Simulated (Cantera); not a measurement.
What does this Cantera script print?

```python
import numpy as np
import cantera as ct

gas_names = """
    CL CL2 H HCL H2 Si SiCL SiCL2 SiCL3 SiCL4 SiH SiHCL3 SiH2 SiH2CL2 SiH3 SiH3CL SiH4 Si2 Si3
""".split()
cond_names = """
    Si(cr) Si(L)
""".split()


def load(file, names, dense=False):
    # The tables refer to 1 bar. Condensed volumes are neglected.
    table = {s.name: s for s in ct.Species.list_from_file(file)}
    out = []
    for n in names:
        d = dict(table[n].input_data)
        d["thermo"] = dict(d["thermo"], **{"reference-pressure": 1e5})
        if dense:
            d["equation-of-state"] = {"model": "constant-volume", "density": "1e6 g/cm^3"}
        out.append(ct.Species.from_dict(d))
    return out


gas = ct.Solution(thermo="ideal-gas", species=load("nasa_gas.yaml", gas_names))
cond = {s.name: ct.Solution(thermo="fixed-stoichiometry", species=[s], name=s.name)
        for s in load("nasa_condensed.yaml", cond_names, dense=True)}
atoms = {
    'SiCl4': {'Si': 1, 'CL': 4},
    'Cl2': {'CL': 2},
    'H2': {'H': 2},
}
top_T = {}  # K; cautious upper limits of use, not melting points


def equilibrate(T, P, feed):
    n = {}
    for name, mol in feed.items():
        for a, k in atoms[name].items():
            n[a] = n.get(a, 0.0) + k * mol
    gas.TPX = T, P, n
    mass = sum(n.values()) * gas.mean_molecular_weight
    gas.equilibrate("TP")
    valid = [c for c in cond.values() if c.min_temp <= T <= top_T.get(c.name, c.max_temp)]
    mix = ct.Mixture([(gas, mass / gas.mean_molecular_weight)] + [(c, 0.0) for c in valid])
    mix.T, mix.P = T, P
    mix.equilibrate("TP", solver="vcs", rtol=1e-11, max_steps=5000)
    return mix


results = []
feed = {'SiCl4': 1, 'Cl2': 0.53, 'H2': 3.9}  # mol
P = 11000  # Pa
for T in [773, 823, 873, 923, 973, 1023, 1073]:
    mix = equilibrate(T, P, feed)
    results.append((T, P, feed, dict(zip(mix.species_names, mix.species_moles))))

top = {s: max(r[3][s] / sum(r[3][g] for g in gas_names) for r in results) for s in gas_names}
cols = sorted((s for s in top if top[s] > 1e-06), key=lambda s: -top[s])[:5]
seen = [c for c in cond_names if any(r[3].get(c, 0) > 1e-12 for r in results)]
print("log10 of partial pressures in bar; condensed amounts in mol")
print(f"{'T/K':>10s}" + "".join(f"{s[:9]:>10s}" for s in cols + seen))
for T, P, feed, n in results:
    ng = sum(n[g] for g in gas_names)
    print(f"{T:10.4g}" + "".join(f"{np.log10(max(n[s] / ng * P / 1e5, 1e-99)):10.3f}" for s in cols)
          + "".join(f"{n.get(c, 0):10.4g}" for c in seen))
```

Output:

```
log10 of partial pressures in bar; condensed amounts in mol
       T/K        H2       HCL     SiCL4    SiHCL3     SiCL3
       773    -1.166    -1.667    -1.694    -4.394    -7.216
       823    -1.166    -1.667    -1.695    -4.113    -6.494
       873    -1.167    -1.665    -1.696    -3.867    -5.857
       923    -1.167    -1.663    -1.698    -3.650    -5.292
       973    -1.168    -1.661    -1.701    -3.459    -4.789
      1023    -1.169    -1.657    -1.706    -3.291    -4.340
      1073    -1.171    -1.651    -1.712    -3.144    -3.938
```

Method: chemical equilibrium by Gibbs-energy minimisation in Cantera with the NASA 1993 tables (ideal gas, pure condensed phases). The tables' values for SiCl3 are old estimates; treat these amounts as uncertain.
